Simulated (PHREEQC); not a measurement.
A solution holds 0.012 mol K2CO3 and 0.0013 mol KNO3 per kg of water, at 41 °C. Closed to the air; pH follows from the charge balance.

Model: ion-association model, phreeqc.dat, run in PHREEQC.

```
Property                      Result
--------------------  --------------
pH                             10.71
ionic strength        0.0354 mol/kgw
specific conductance      4540 µS/cm
total alkalinity         24.0 meq/kg
```

```json
[
 {"species": "K+", "molality": "0.0253", "activity": "0.0210", "log γ": "-0.081"},
 {"species": "CO3-2", "molality": "0.0101", "activity": "0.00510", "log γ": "-0.296"},
 {"species": "OH-", "molality": "0.00193", "activity": "0.00161", "log γ": "-0.081"},
 {"species": "HCO3-", "molality": "0.00193", "activity": "0.00163", "log γ": "-0.074"},
 {"species": "NO3-", "molality": "0.00130", "activity": "0.00107", "log γ": "-0.083"},
 {"species": "CO2", "molality": "6.22e-8", "activity": "6.27e-8", "log γ": "0.004"}
]
```

This is a speciation only: nothing precipitates in the calculation. Complexes and solids missing from the database can't appear. Constants without temperature data keep their 25 °C values here.
